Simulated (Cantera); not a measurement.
What does this Cantera script print?

```python
import numpy as np
import cantera as ct

gas_names = """
    Mg MgN MgO Mg2 N NO NO2 NO3 N2 N2O O O2 O3
""".split()
cond_names = """
    Mg(cr) Mg(L) MgO(s) MgO(L)
""".split()


# ... load() reads the species with a 1 bar reference pressure and builds the phases ...
atoms = {
    'MgO': {'Mg': 1, 'O': 1},
    'N2': {'N': 2},
}
top_T = {}  # K; cautious upper limits of use, not melting points


# ... equilibrate(T, P, feed) seeds the gas with the atoms and calls Mixture.equilibrate('TP', solver="vcs", rtol=1e-11, max_steps=5000) ...
results = []
feed = {'MgO': 1, 'N2': 0.29}  # mol
T = 1725  # K
P = 10000  # Pa
mix = equilibrate(T, P, feed)
results.append((T, P, feed, dict(zip(mix.species_names, mix.species_moles))))
x = sorted(zip(gas.X, gas.species_names), reverse=True)
print(f"T = {T:g} K  P = {P:g} Pa  gas = {mix.phase_moles(0):.4g} mol")
print("   x: " + "  ".join(f"{s} {v:.3e}" for v, s in x if v > 1e-06))
print("   condensed (mol): " + ("  ".join(f"{mix.phase(i).name} {mix.phase_moles(i):.4g}"
      for i in range(1, mix.n_phases) if mix.phase_moles(i) > 1e-12) or "none"))
```

It prints:

```
T = 1725 K  P = 10000 Pa  gas = 0.29 mol
   x: N2 1.000e+00  Mg 1.028e-06
   condensed (mol): MgO(s) 1
```

Method: chemical equilibrium by Gibbs-energy minimisation in Cantera with the NASA 1993 tables (ideal gas, pure condensed phases).
